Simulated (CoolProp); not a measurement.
Saturated liquid density (kg/m³) of vinyl chloride: the reference equation beside estimates from Tc = 425.0 K, pc = 5.600 MPa, ω = 0.160. Rackett uses Z = 0.29056 − 0.08775 ω.

Computed with CoolProp (reference Helmholtz-energy equation of state, Thol 2022).

| T (K) | reference | Rackett | van der Waals |
|---|---|---|---|
| 263.2 | 963.1 | 950.1 | 602.4 |
| 269.8 | 951.4 | 939.2 | 595.7 |
| 276.4 | 939.5 | 928.1 | 588.8 |
| 283 | 927.5 | 916.8 | 581.7 |
| 289.6 | 915.3 | 905.2 | 574.4 |
| 296.3 | 902.8 | 893.2 | 566.8 |
| 302.9 | 890.2 | 881.1 | 559.0 |
| 309.5 | 877.4 | 868.7 | 551.1 |
| 316.1 | 864.4 | 856.0 | 542.8 |
| 322.7 | 851.0 | 842.9 | 534.3 |
| 329.3 | 837.3 | 829.4 | 525.5 |
| 336 | 823.0 | 815.2 | 516.2 |
| 342.6 | 808.4 | 800.8 | 506.7 |

Absolute difference from the reference over all 13 rows, mean and median: Rackett 1.1 and 1.0 %, van der Waals 37.3 and 37.2 %.
